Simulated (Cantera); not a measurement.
Feed: 1 mol Al, 0.34 mol CO₂, 2.1 mol N₂, equilibrated at 100 Torr.

Equilibrium computed with Cantera from the NASA thermochemical tables; the gas is ideal and each condensed phase is pure. Candidate condensed phases: Al, AlN, Al₂O₃, C; 32 gas species. Mutual solubility and eutectic melting of coexisting phases are not modelled. The numbers say what is thermodynamically allowed, not how fast it happens.

Which condensed phases are stable at each of these points (T (K)): 1373, 1423, 1473, 1523, 1573, 1623, 1673?


| T (K) | condensed phases | Al condensed (%) |
|---|---|---|
| 1373 | AlN(s) + Al₂O₃(s) + C(graphite) | 100.0 |
| 1423 | AlN(s) + Al₂O₃(s) + C(graphite) | 100.0 |
| 1473 | AlN(s) + Al₂O₃(s) + C(graphite) | 100.0 |
| 1523 | AlN(s) + Al₂O₃(s) + C(graphite) | 100.0 |
| 1573 | AlN(s) + Al₂O₃(s) + C(graphite) | 100.0 |
| 1623 | AlN(s) + Al₂O₃(s) | 100.0 |
| 1673 | AlN(s) + Al₂O₃(s) | 100.0 |

From 1373 K to 1573 K the condensed part is AlN(s) + Al₂O₃(s) + C(graphite). From 1623 K to 1673 K the condensed part is AlN(s) + Al₂O₃(s).
